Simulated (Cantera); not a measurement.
A perfectly stirred reactor is fed with 11.9 % CO, 3.80 % H2, 1.55 % CH4, 16.9 % O2, 63.3 % N2, 2.62 % CO2, equivalence ratio 0.65, at 3750 Torr; it is adiabatic with a 350 K inlet, and is followed from long to short residence time, starting on the burning branch (τ in s: 0.46, 0.18, 0.068, 0.026, 0.01, 0.0039, 0.0015, 0.00057, 0.00022, 8.5e-05).

Cantera simulation using GRI-Mech 3.0 (53 species, 325 reactions); the numbers are that mechanism's predictions, not measurements.

Problem. Predict: blow-out, bracketed by the residence times tried; x(CO) at τ = 0.460 s; x(H2) at τ = 0.460 s; x(CH4) at τ = 0.460 s; x(CO) at τ = 3.90 ms; x(H2) at τ = 3.90 ms; x(CH4) at τ = 3.90 ms; x(HCO) at τ = 3.90 ms.

Solution. 
```
Property                                                                          Result
------------------------------------------------  --------------------------------------
blow-out, bracketed by the residence times tried  burning at 85.0 µs, the shortest tried
x(CO) at τ = 0.460 s                                                            0.000316
x(H2) at τ = 0.460 s                                                             2.87e-5
x(CH4) at τ = 0.460 s                                                            2.16e-7
x(CO) at τ = 3.90 ms                                                             0.00347
x(H2) at τ = 3.90 ms                                                            0.000242
x(CH4) at τ = 3.90 ms                                                            8.13e-6
x(HCO) at τ = 3.90 ms                                                            2.75e-8
```
